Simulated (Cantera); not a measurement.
An isothermal, constant-pressure homogeneous reactor starts with 17.4 % H2, 82.6 % O2, equivalence ratio 0.10, at 1223 K and 20.0 Torr.

Cantera simulation using GRI-Mech 3.0 (53 species, 325 reactions); the numbers are that mechanism's predictions, not measurements. Radical loss at walls, strong at low pressure, is not modelled. The temperature is held fixed by assumption; the heat of reaction is taken as removed at once.

x: mole fraction; the columns are a selection and need not sum to one.

```
t (s)         x H2   x O2    x H2O       x O    x H2O2       x H    x HO2
--------  --------  -----  -------  --------  --------  --------  -------
0.000100     0.174  0.826  1.74e-7   8.95e-8  6.92e-11   1.24e-7      [?]
0.000293     0.173  0.826  6.70e-5   2.87e-5  8.79e-10   3.82e-5      [?]
0.000858   0.00896  0.728    0.135    0.0654   5.70e-7    0.0525  1.51e-5
0.00251    0.00519  0.757    0.159    0.0441   6.01e-7    0.0265  1.59e-5
0.00737    0.00167  0.795    0.182    0.0132   6.36e-7   0.00430      [?]
0.0216    0.000216  0.808    0.189   0.00168   3.56e-7  0.000192      [?]
0.0632     2.54e-5  0.810    0.190  0.000201   1.29e-7   7.98e-6      [?]
0.185      4.16e-6  0.810    0.190   3.38e-5   4.38e-8   5.52e-7      [?]
0.543      9.14e-7  0.810    0.190   7.60e-6   1.51e-8   5.88e-8      [?]
1.59       2.43e-7  0.810    0.190   2.05e-6   5.26e-9   8.20e-9      [?]
4.66       7.49e-8  0.810    0.190   6.36e-7   1.94e-9   1.42e-9      [?]
13.7       3.23e-8  0.810    0.190   2.74e-7  9.58e-10  4.06e-10  2.47e-8
40.0       2.65e-8  0.810    0.190   2.25e-7  8.20e-10  3.02e-10  2.64e-8
```

Task: Complete the blanks.

Result: 
- 0.000100, x HO2: 4.10e-8
- 0.000293, x HO2: 3.74e-7
- 0.00737, x HO2: 1.36e-5
- 0.0216, x HO2: 5.65e-6
- 0.0632, x HO2: 1.23e-6
- 0.185, x HO2: 2.61e-7
- 0.543, x HO2: 6.85e-8
- 1.59, x HO2: 2.66e-8
- 4.66, x HO2: 2.07e-8
